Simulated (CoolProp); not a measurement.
Vapour-liquid equilibrium of CH3F (R41) (1) + chloromethane (R40) (2) at 277.1 K; x and y are mole fractions of (1).

The numbers come from the multi-fluid Helmholtz-energy mixture model, Lemmon 2006 and Thol 2014; pair parameters Bell 2016 in CoolProp.

```json
[
 {"x": "0.05", "bubble pressure (kPa)": "394.7", "y at the bubble point": "[?]", "dew pressure at overall composition x (kPa)": "[?]", "liquid density (mol/L)": "18.98"},
 {"x": "0.2", "bubble pressure (kPa)": "688.6", "y at the bubble point": "0.619", "dew pressure at overall composition x (kPa)": "365.1", "liquid density (mol/L)": "19.29"},
 {"x": "0.35", "bubble pressure (kPa)": "978.8", "y at the bubble point": "0.763", "dew pressure at overall composition x (kPa)": "439.7", "liquid density (mol/L)": "[?]"},
 {"x": "0.5", "bubble pressure (kPa)": "1262", "y at the bubble point": "0.844", "dew pressure at overall composition x (kPa)": "551.5", "liquid density (mol/L)": "19.75"},
 {"x": "0.65", "bubble pressure (kPa)": "[?]", "y at the bubble point": "[?]", "dew pressure at overall composition x (kPa)": "[?]", "liquid density (mol/L)": "19.86"},
 {"x": "0.8", "bubble pressure (kPa)": "1831", "y at the bubble point": "0.943", "dew pressure at overall composition x (kPa)": "1092", "liquid density (mol/L)": "19.85"},
 {"x": "0.95", "bubble pressure (kPa)": "2149", "y at the bubble point": "[?]", "dew pressure at overall composition x (kPa)": "1878", "liquid density (mol/L)": "19.65"}
]
```

Q: What belongs in the gaps?

A: 
- 0.05, y at the bubble point: 0.266
- 0.05, dew pressure at overall composition x (kPa): 311.9
- 0.35, liquid density (mol/L): 19.55
- 0.65, bubble pressure (kPa): 1542
- 0.65, y at the bubble point: 0.899
- 0.65, dew pressure at overall composition x (kPa): 736.4
- 0.95, y at the bubble point: 0.985

No azeotrope shows between x = 0.05 and 0.95.

Pair parameters are fitted to limited data, so mixtures are less certain than the pure fluids.
